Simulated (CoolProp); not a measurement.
1000 sccm (0 °C, 1 atm) of nitrogen bubbles through liquid tetrahydrofuran at 313.6 K and leaves saturated at a total pressure of 0.15 MPa (ideal gas phase). Each further row changes one setting.

Computed with CoolProp (reference Helmholtz-energy equation of state, Fiedler 2023).

```tsv
case	vapour pressure (kPa)	mole fraction of vapour	delivery (mg/min)	delivery (sccm)	change of delivery for a bath 1 K warmer (%)
as stated	41.0	0.273	1210	(withheld)	5.5
bath temperature 318.6 K	49.6	(withheld)	1590	494	(withheld)
total pressure 0.3 MPa	41.0	0.137	(withheld)	(withheld)	4.6
```

Question: What belongs in the gaps?

Answer: 
- as stated, delivery (sccm): 376
- bath temperature 318.6 K, mole fraction of vapour: 0.331
- bath temperature 318.6 K, change of delivery for a bath 1 K warmer (%): 5.8
- total pressure 0.3 MPa, delivery (mg/min): 509
- total pressure 0.3 MPa, delivery (sccm): 158
